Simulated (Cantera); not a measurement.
## Thermodynamics of fluorocarbon and chlorocarbon gases, feed CF₄ + CH₄ + H₂

Charge: 1 mol CF₄, 0.03 mol CH₄, 0.25 mol H₂, at 1273 K and 28.0 mbar.

Equilibrium computed with Cantera from the NASA thermochemical tables; the gas is ideal and each condensed phase is pure. Candidate condensed phases: C, C₆H₆, C₇H₈, C₈H₁₈; 95 gas species. Gases not in the tables: C₂F₆ and larger saturated fluorocarbons. Rates play no part.

```json
{
 "x(CF₄)": "0.577",
 "x(HF)": "0.423",
 "x(CF₂)": "3.53e-6",
 "x(CF₃)": "1.97e-6",
 "x(CHF₃)": "1.28e-6",
 "n(C(graphite))": "0.185 mol",
 "gas_amount": "1.465 mol"
}
```
